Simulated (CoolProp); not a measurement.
Properties of carbon monoxide along the isobar 3660 kPa (Tc = -140.3 °C, pc = 3498 kPa, ω = 0.050).

The numbers come from the reference Helmholtz-energy equation of state, Lemmon 2006 in CoolProp. It is a short technical equation, of lower accuracy than the large ones.

| T (°C) | phase | Z | speed of sound (m/s) |
|---|---|---|---|
| -159.45 | liquid | 0.1686 | 574.5 |
| -148.25 | liquid | 0.1773 | 424.5 |
| -137.05 | supercritical | 0.4995 | 186.3 |
| -125.95 | supercritical | 0.6890 | 217.8 |
| -114.75 | supercritical | 0.7738 | 236.5 |
| -103.55 | supercritical | 0.8278 | 251.5 |
| -92.45 | supercritical | 0.8655 | 264.4 |
| -81.25 | supercritical | 0.8938 | 276.2 |
| -70.05 | supercritical | 0.9154 | 287.0 |
| -58.85 | supercritical | 0.9324 | 297.0 |
| -47.75 | supercritical | 0.9458 | 306.4 |
| -36.55 | supercritical | 0.9568 | 315.3 |
| -25.35 | supercritical | 0.9659 | 323.9 |
| -14.15 | supercritical | 0.9733 | 332.1 |
| -3.05 | supercritical | 0.9795 | 339.9 |
